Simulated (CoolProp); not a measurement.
Vapour-liquid equilibrium of n-butane (1) + benzene (2) at 0.728 MPa; x and y are mole fractions of (1).

Model: multi-fluid Helmholtz-energy mixture model, Bücker 2006 and Thol 2012; pair parameters Bell 2016, in CoolProp.

Question: Give the bubble temperature and the first vapour's composition at x = 0.45, 0.55, 0.75. Is there an azeotrope?

Answer: x = 0.45: 366.3 K, y = 0.857; x = 0.55: 359.3 K, y = 0.898; x = 0.75: 349.0 K, y = 0.950. No azeotrope shows between x = 0.05 and 0.95.

Pair parameters are fitted to limited data, so mixtures are less certain than the pure fluids. The gap from Raoult's law changes sign with composition, which may be real or a fault of the pair parameters; it wasn't checked against measurements.
